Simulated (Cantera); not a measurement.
A Cantera script and what it prints.

```python
import numpy as np
import cantera as ct

gas_names = """
    CL CL2 H HCL H2 Si SiCL SiCL2 SiCL3 SiCL4 SiH SiHCL3 SiH2 SiH2CL2 SiH3 SiH3CL SiH4 Si2 Si3
""".split()
cond_names = """
    Si(cr) Si(L)
""".split()


# ... load() reads the species with a 1 bar reference pressure and builds the phases ...
atoms = {
    'SiHCl3': {'Si': 1, 'H': 1, 'CL': 3},
    'H2': {'H': 2},
}
top_T = {}  # K; cautious upper limits of use, not melting points


# ... equilibrate(T, P, feed) seeds the gas with the atoms and calls Mixture.equilibrate('TP', solver="vcs", rtol=1e-11, max_steps=5000) ...
results = []
T = 2073.15  # K
P = 67000  # Pa
for m in [17, 23, 31, 41, 55, 74, 99, 130, 180, 240]:
    feed = {'SiHCl3': 1, 'H2': m}  # mol
    mix = equilibrate(T, P, feed)
    results.append((T, P, feed, dict(zip(mix.species_names, mix.species_moles))))

top = {s: max(r[3][s] / sum(r[3][g] for g in gas_names) for r in results) for s in gas_names}
cols = sorted((s for s in top if top[s] > 0.0001), key=lambda s: -top[s])[:5]
seen = [c for c in cond_names if any(r[3].get(c, 0) > 1e-12 for r in results)]
print("log10 of partial pressures in bar; condensed amounts in mol")
print(f"{'n(H2)':>10s}" + "".join(f"{s[:9]:>10s}" for s in cols + seen))
for T, P, feed, n in results:
    ng = sum(n[g] for g in gas_names)
    print(f"{feed['H2']:10.4g}" + "".join(f"{np.log10(max(n[s] / ng * P / 1e5, 1e-99)):10.3f}" for s in cols)
          + "".join(f"{n.get(c, 0):10.4g}" for c in seen))
```

Output:

```
log10 of partial pressures in bar; condensed amounts in mol
     n(H2)        H2       HCL     SiCL2         H     SiCL3     Si(L)
        17    -0.236    -1.164    -1.748    -2.698    -3.541    0.4714
        23    -0.222    -1.250    -1.935    -2.691    -3.820    0.5443
        31    -0.211    -1.342    -2.130    -2.685    -4.113    0.6114
        41    -0.204    -1.434    -2.322    -2.681    -4.401     0.668
        55    -0.197    -1.536    -2.532    -2.678    -4.716    0.7196
        74    -0.192    -1.644    -2.752    -2.676    -5.047    0.7622
        99    -0.188    -1.753    -2.976    -2.674    -5.382    0.7942
       130    -0.185    -1.859    -3.190    -2.672    -5.703    0.8147
       180    -0.182    -1.989    -3.452    -2.671    -6.096    0.8269
       240    -0.181    -2.106    -3.688    -2.670    -6.449    0.8257
```

Equilibrium computed with Cantera from the NASA thermochemical tables; the gas is ideal and each condensed phase is pure. The tables' values for SiCl3, SiCl are old estimates; treat these amounts as uncertain. Gases not in the tables: Si2H6 and higher silanes.
